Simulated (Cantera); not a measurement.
Feed: 1 mol Ti(OiPr)4, a varied amount of H2O, held at 0.105 Torr.

These are equilibrium values from Cantera (NASA tables, ideal gas, pure condensed phases), not measurements of a reactor. Candidate condensed phases: C, C6H6, C7H8, C8H18, H2O, Ti, TiC, TiO, TiO2, Ti2O3, Ti3O5, Ti4O7; 113 gas species. The feed counts by its element totals alone. Mutual solubility and eutectic melting of coexisting phases are not modelled. TiC, TiO: taken at fixed stoichiometry. Condensed phases not in the tables: Magnéli phases beyond Ti4O7, solid solutions among these carbides, nitrides and lower oxides. Kinetics and transport are ignored.

### Question
What condenses at these points (T in K, n(H2O) in mol): (2173, 0.21); (1773, 17); (1973, 17); (1473, 7.5); (1973, 1.5); (2073, 17); (1673, 7.5); (2173, 0.46)?

### Answer
```
T (K)  n(H2O) in mol  condensed phases  Ti condensed (%)
-----  -------------  ----------------  ----------------
2173            0.21           C + TiC              99.7
1773              17              TiO2              99.9
1973              17      TiO2 + Ti4O7              95.6
1473             7.5       TiC + Ti2O3             100.0
1973             1.5           C + TiC             100.0
2073              17             Ti4O7              78.8
1673             7.5         TiC + TiO             100.0
2173            0.46           C + TiC              99.7
```
